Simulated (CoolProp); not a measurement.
Vapour-liquid equilibrium of hydrogen chloride (1) + propane (2) at -41.65 °C; x and y are mole fractions of (1).

The numbers come from the multi-fluid Helmholtz-energy mixture model, Thol 2018 and Lemmon 2009; pair parameters Bell 2016 in CoolProp.

```
x      bubble pressure (MPa)  y at the bubble point  dew pressure at overall composition x (MPa)  liquid density (mol/L)
-----  ---------------------  ---------------------  -------------------------------------------  ----------------------
0.05                  0.1830                  0.447                                       0.1087              (withheld)
0.125                 0.2869                  0.662                                       0.1178                   14.14
0.2               (withheld)                  0.750                                       0.1285                   14.79
0.275                 0.4383                  0.798                                       0.1414                   15.50
0.35                  0.4900                  0.828                                       0.1570                   16.27
0.425                 0.5299                  0.848                                       0.1763                   17.14
0.5                   0.5614                  0.864                                       0.2010                   18.10
0.575             (withheld)                  0.877                                       0.2336                   19.19
0.65                  0.6110                  0.890                                       0.2783                   20.42
0.725                 0.6335                  0.904                                       0.3429              (withheld)
0.8                   0.6564             (withheld)                                       0.4415                   23.46
0.875                 0.6804                  0.943                                   (withheld)                   25.36
0.95                  0.7053                  0.973                                       0.6872                   27.60
```

Question: What belongs in the gaps?

Answer: 
- 0.05, liquid density (mol/L): 13.54
- 0.2, bubble pressure (MPa): 0.3715
- 0.575, bubble pressure (MPa): 0.5876
- 0.725, liquid density (mol/L): 21.83
- 0.8, y at the bubble point: 0.921
- 0.875, dew pressure at overall composition x (MPa): 0.5831

No azeotrope shows between x = 0.05 and 0.95.

The pair parameters rest on a limited set of measurements; away from them the model extrapolates. With so large a gap from Raoult's law the liquid may split in two, which this calculation doesn't test in full.
